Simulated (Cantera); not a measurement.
A perfectly stirred reactor is fed with CO : O2 : H2O : N2 = 0.0025 : 0.081 : 0.0084 : 1 (molar parts), equivalence ratio 0.015, at 10.0 bar; it is held at 1450 K, and followed from long to short residence time.

Computed with Cantera and GRI-Mech 3.0 (53 species, 325 reactions).

Task: What does this change do: temperature 1450 to 1275 K?

Result: 
| quantity | before | after |
|---|---|---|
| x(CO) at τ = 1.60 s | 6.00e-6 | 2.98e-5 |
| x(O2) at τ = 1.60 s | 0.0731 | 0.0731 |
| x(H2O) at τ = 1.60 s | 0.00770 | 0.00770 |
| x(CO2) at τ = 1.60 s | 0.00229 | 0.00226 |
| x(NO) at τ = 1.60 s | 2.33e-7 | 1.39e-8 |
| x(CO) at τ = 18.0 ms | 0.000169 | 0.000863 |
| x(O2) at τ = 18.0 ms | 0.0732 | 0.0735 |
| x(H2O) at τ = 18.0 ms | 0.00769 | 0.00769 |
| x(CO2) at τ = 18.0 ms | 0.00212 | 0.00143 |
| x(NO) at τ = 18.0 ms | 1.74e-7 | 5.39e-9 |
